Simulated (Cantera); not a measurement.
A closed system holds: 1 mol CsCl, 11 mol H₂, equilibrated at 0.00390 Torr.

These are equilibrium values from Cantera (NASA tables, ideal gas, pure condensed phases), not measurements of a reactor. Candidate condensed phases: Cs, CsCl; 9 gas species. The numbers say what is thermodynamically allowed, not how fast it happens. All values below are at 977 °C.

Base state: H₂ 0.915, CsCl 0.0819, Cs 0.00133, HCl 0.00133, H 0.000203 (mole fractions); condensed: gas only.

Q: What changes in the equilibrium state with this change: CsCl replaced by PbCl₂?

A: 
```json
[
 {"species": "H₂", "before": "0.915", "after": "0.771"},
 {"species": "HCl", "before": "0.00133", "after": "0.152"},
 {"species": "Pb", "before": "0", "after": "0.0752"},
 {"species": "CsCl", "before": "0.0819", "after": "0"},
 {"species": "PbCl", "before": "0", "after": "0.00174"},
 {"species": "Cs", "before": "0.00133", "after": "0"},
 {"species": "Cl", "before": "2.51e-7", "after": "3.14e-5"}
]
```
Further candidate phases: Pb, PbCl₂.
